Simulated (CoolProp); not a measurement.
R227EA along the isotherm 52.95 °C: fugacity coefficient from the reference equation and from simpler models built on Tc = 101.8 °C, pc = 2.925 MPa, ω = 0.358; each cubic takes its own stable root.

The numbers come from the reference Helmholtz-energy equation of state, Lemmon 2016 in CoolProp.

```
p (MPa)   phase  reference
-------  ------  ---------
0.0231      gas     0.9956
0.0374      gas     0.9928
0.0604      gas     0.9884
0.0975      gas     0.9813
0.158       gas     0.9697
0.255       gas     0.9512
0.411       gas     0.9215
0.664       gas     0.8733
1.07     liquid     0.7517
1.73     liquid     0.4804
2.8      liquid     0.3129
4.53     liquid     0.2103
7.31     liquid     0.1488
```

Question: How far does each simpler model (Redlich-Kwong, Soave-Redlich-Kwong, Peng-Robinson) lie from the reference over these 13 states: mean and median of the absolute difference, and the worst?

Answer: 
- Redlich-Kwong: mean 8.8 %, median 0.9 %, worst +28.6 % at 52.95 °C and 7.31 MPa
- Soave-Redlich-Kwong: mean 1.4 %, median 0.3 %, worst +5.4 % at 52.95 °C and 7.31 MPa
- Peng-Robinson: mean 0.4 %, median 0.3 %, worst -1.0 % at 52.95 °C and 7.31 MPa

At some of these states Redlich-Kwong gives the other phase, because its saturation line lies elsewhere.
